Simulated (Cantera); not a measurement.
A closed system holds: 1 mol N₂O, 0.6 mol H₂O, 1 mol O₂, at 1.50 bar.

Cantera equilibrium calculation (NASA polynomials, part measured and part estimated; ideal gas, pure solids and liquids). Candidate condensed phases: H₂O; 24 gas species. Kinetics and transport are ignored. All values below are at 2223 K.

Base state: O₂ 0.473, N₂ 0.315, H₂O 0.188, NO 0.0126, OH 0.00830, O 0.00176, H₂ 0.000294, H 8.97e-5 (mole fractions); condensed: gas only.

### Question
What changes in the equilibrium state with this change: N₂O replaced by NH₃?

### Answer
```
species    before    after
-------  --------  -------
H₂O         0.188    0.725
N₂          0.315    0.173
O₂          0.473   0.0837
NO         0.0126  0.00393
OH        0.00830   0.0106
H₂       0.000294  0.00269
NO₂       2.88e-5  3.77e-6
```
